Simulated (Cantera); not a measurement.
Input: 1 mol NiS, 24 mol H2, 52 mol N2, held at 2100 K and 64.0 Pa.

These are equilibrium values from Cantera (NASA tables, ideal gas, pure condensed phases), not measurements of a reactor. Candidate condensed phases: Ni, NiS, NiS2, Ni3S2, Ni3S4, S; 17 gas species. Equilibrium is a limit: real reactors are often held back by kinetics, nucleation or transport.

Base state: N2 0.647, H2 0.266, H 0.0635, Ni 0.0124, S 0.00820, SH 0.00159, S2 0.00122, H2S 0.000107 (mole fractions); condensed: gas only.

What changes in the equilibrium state with this change: NiS replaced by Cu2O?


| species | before | after |
|---|---|---|
| N2 | 0.647 | 0.646 |
| H2 | 0.266 | 0.255 |
| H | 0.0635 | 0.0622 |
| Cu | 0 | 0.0248 |
| Ni | 0.0124 | 0 |
| H2O | 0 | 0.0120 |
| S | 0.00820 | 0 |
| SH | 0.00159 | 0 |
| S2 | 0.00122 | 0 |
| OH | 0 | 0.000348 |
| H2S | 0.000107 | 0 |
Further candidate phases: Cu, CuO, Cu(OH)2, Cu2O, H2O.
